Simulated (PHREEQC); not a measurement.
0.1 mol of Fluorite (CaF2) is brought to equilibrium with 1 kg of water holding 0.1 mol/kgw NaCl, at 25 °C, the pH being set by adding NaOH or HCl. O2 is buffered at 0.21 atm. No CO2 enters from the air. Solids allowed: Fluorite. Others were left out.

The numbers come from PHREEQC with the ion-association model, wateq4f.dat.

| pH | dissolved Ca (mol/kgw) | dissolved F (mol/kgw) | Ca+2 (mol/kgw) | HF (mol/kgw) |
|---|---|---|---|---|
| 2 | 0.00164 | 0.00329 | 0.00164 | 0.00295 |
| 2.62 | 0.000733 | 0.00147 | (withheld) | (withheld) |
| 3.88 | 0.000339 | 0.000678 | 0.000339 | 8.43e-5 |
| 4.5 | 0.000317 | 0.000635 | 0.000317 | 2.09e-5 |
| 5.12 | 0.000312 | 0.000624 | 0.000311 | 5.06e-6 |
| 6.38 | 0.000310 | 0.000621 | 0.000310 | (withheld) |
| 7 | 0.000310 | 0.000621 | 0.000310 | (withheld) |
| 7.62 | 0.000310 | 0.000620 | 0.000310 | 1.60e-8 |
| 8.88 | 0.000310 | 0.000621 | 0.000310 | (withheld) |
| 9.5 | 0.000310 | 0.000621 | 0.000310 | (withheld) |
| 10.12 | 0.000310 | 0.000621 | 0.000310 | (withheld) |
| 11.38 | 0.000314 | 0.000628 | (withheld) | 2.81e-12 |
| 12 | 0.000325 | 0.000651 | 0.000301 | 6.88e-13 |

### Question
Some entries are withheld; supply them.

### Answer

- 2.62, Ca+2 (mol/kgw): 0.000732
- 2.62, HF (mol/kgw): 0.00105
- 6.38, HF (mol/kgw): 2.79e-7
- 7, HF (mol/kgw): 6.69e-8
- 8.88, HF (mol/kgw): 8.82e-10
- 9.5, HF (mol/kgw): 2.11e-10
- 10.12, HF (mol/kgw): 5.08e-11
- 11.38, Ca+2 (mol/kgw): 0.000307

Species that the database lacks are ignored.
